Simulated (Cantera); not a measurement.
An isothermal, constant-pressure homogeneous reactor starts with 53.5 % NO, 46.5 % N₂, at 1575 K and 0.0460 bar.

Model: GRI-Mech 3.0 (53 species, 325 reactions), integrated in Cantera. Radical loss at walls, strong at low pressure, is not modelled.

x: mole fraction; the columns are a selection and need not sum to one.

```json
[
 {"t (s)": "5.00e-5", "x NO": "0.535", "x NO₂": "8.24e-11", "x O₂": "1.05e-12", "x N₂O": "1.52e-8", "x N₂": "0.465", "x O": "___"},
 {"t (s)": "0.000184", "x NO": "0.535", "x NO₂": "1.10e-9", "x O₂": "1.40e-11", "x N₂O": "5.58e-8", "x N₂": "0.465", "x O": "___"},
 {"t (s)": "0.000674", "x NO": "0.535", "x NO₂": "1.43e-8", "x O₂": "1.83e-10", "x N₂O": "2.05e-7", "x N₂": "0.465", "x O": "___"},
 {"t (s)": "0.00247", "x NO": "0.535", "x NO₂": "1.69e-7", "x O₂": "2.28e-9", "x N₂O": "7.49e-7", "x N₂": "0.465", "x O": "___"},
 {"t (s)": "0.00909", "x NO": "0.535", "x NO₂": "1.53e-6", "x O₂": "2.88e-8", "x N₂O": "2.72e-6", "x N₂": "0.465", "x O": "___"},
 {"t (s)": "0.0334", "x NO": "0.535", "x NO₂": "8.29e-6", "x O₂": "4.21e-7", "x N₂O": "9.63e-6", "x N₂": "0.465", "x O": "___"},
 {"t (s)": "0.122", "x NO": "0.535", "x NO₂": "2.84e-5", "x O₂": "6.87e-6", "x N₂O": "3.09e-5", "x N₂": "0.465", "x O": "___"},
 {"t (s)": "0.450", "x NO": "0.534", "x NO₂": "4.93e-5", "x O₂": "7.69e-5", "x N₂O": "7.29e-5", "x N₂": "0.465", "x O": "___"},
 {"t (s)": "1.65", "x NO": "0.534", "x NO₂": "5.57e-5", "x O₂": "0.000437", "x N₂O": "9.50e-5", "x N₂": "0.466", "x O": "___"},
 {"t (s)": "6.06", "x NO": "0.531", "x NO₂": "6.57e-5", "x O₂": "0.00180", "x N₂O": "9.42e-5", "x N₂": "0.467", "x O": "___"},
 {"t (s)": "22.3", "x NO": "0.521", "x NO₂": "9.34e-5", "x O₂": "0.00673", "x N₂O": "8.99e-5", "x N₂": "0.472", "x O": "___"},
 {"t (s)": "81.7", "x NO": "0.487", "x NO₂": "0.000149", "x O₂": "0.0237", "x N₂O": "7.69e-5", "x N₂": "0.489", "x O": "___"},
 {"t (s)": "300", "x NO": "0.389", "x NO₂": "0.000207", "x O₂": "0.0725", "x N₂O": "4.74e-5", "x N₂": "0.538", "x O": "___"}
]
```

### Question
What belongs in the gaps?

### Answer

- 5.00e-5, x O: 1.51e-8
- 0.000184, x O: 5.47e-8
- 0.000674, x O: 1.91e-7
- 0.00247, x O: 5.85e-7
- 0.00909, x O: 1.25e-6
- 0.0334, x O: 1.76e-6
- 0.122, x O: 2.62e-6
- 0.450, x O: 3.55e-6
- 1.65, x O: 3.97e-6
- 6.06, x O: 4.45e-6
- 22.3, x O: 5.79e-6
- 81.7, x O: 8.86e-6
- 300, x O: 1.42e-5
